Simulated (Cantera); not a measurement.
A diamond (100) surface in a fixed gas of H2 with x(CH4) = 0.01, x(CH3) = 3.3e-05, at 998 K, 2100 Pa; coverages are run to steady state.

Model: the Harris–Goodwin 1993 mechanism for the reconstructed diamond (100) surface, integrated in Cantera.

θ: site fractions in the mechanism's names (c6HH fully hydrogenated, c6H* and c6*H radical sites, c6** diradical, c6HM methylated).

```
x(H)     growth (µm/h)  θ c6HH  θ c6H*  θ c6*H   θ c6**    θ c6HM
-------  -------------  ------  ------  ------  -------  --------
0.0001      (withheld)   0.611  0.0162   0.333  0.00468    0.0259
0.00021     (withheld)   0.596  0.0169   0.348  0.00643    0.0240
0.00044     (withheld)   0.591  0.0174   0.357  0.00778    0.0190
0.00091     (withheld)   0.592  0.0177   0.364  0.00865    0.0129
0.0019      (withheld)   0.594  0.0179   0.368  0.00916   0.00760
0.004            0.326   0.596  0.0180   0.371  0.00944   0.00406
0.0083           0.346   0.597  0.0181   0.372  0.00958   0.00207
0.017            0.356   0.598  0.0182   0.373  0.00965   0.00104
0.036            0.361   0.598  0.0183   0.373  0.00970  0.000500
```

Problem. Some entries are withheld; supply them.

Solution. 
- 0.0001, growth (µm/h): 0.0547
- 0.00021, growth (µm/h): 0.104
- 0.00044, growth (µm/h): 0.170
- 0.00091, growth (µm/h): 0.237
- 0.0019, growth (µm/h): 0.291
